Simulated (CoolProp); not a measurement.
2000 sccm (0 °C, 1 atm) of nitrogen bubbles through liquid octamethylcyclotetrasiloxane (D4) at 356.1 K and leaves saturated at a total pressure of 0.0907 MPa (ideal gas phase). Each further row changes one setting.

Model: reference Helmholtz-energy equation of state, Thol 2015, in CoolProp.

```json
[
 {"case": "as stated", "vapour pressure (kPa)": "4.14", "mole fraction of vapour": "0.0456", "delivery (mg/min)": "1270", "delivery (sccm)": "95.6", "change of delivery for a bath 1 K warmer (%)": "…"},
 {"case": "bath temperature 361.1 K", "vapour pressure (kPa)": "5.20", "mole fraction of vapour": "0.0574", "delivery (mg/min)": "1610", "delivery (sccm)": "…", "change of delivery for a bath 1 K warmer (%)": "4.9"},
 {"case": "total pressure 0.181 MPa", "vapour pressure (kPa)": "4.14", "mole fraction of vapour": "…", "delivery (mg/min)": "…", "delivery (sccm)": "46.8", "change of delivery for a bath 1 K warmer (%)": "4.9"}
]
```

Problem. Fill in the missing entries.

Solution. 
- as stated, change of delivery for a bath 1 K warmer (%): 5.0
- bath temperature 361.1 K, delivery (sccm): 122
- total pressure 0.181 MPa, mole fraction of vapour: 0.0229
- total pressure 0.181 MPa, delivery (mg/min): 619
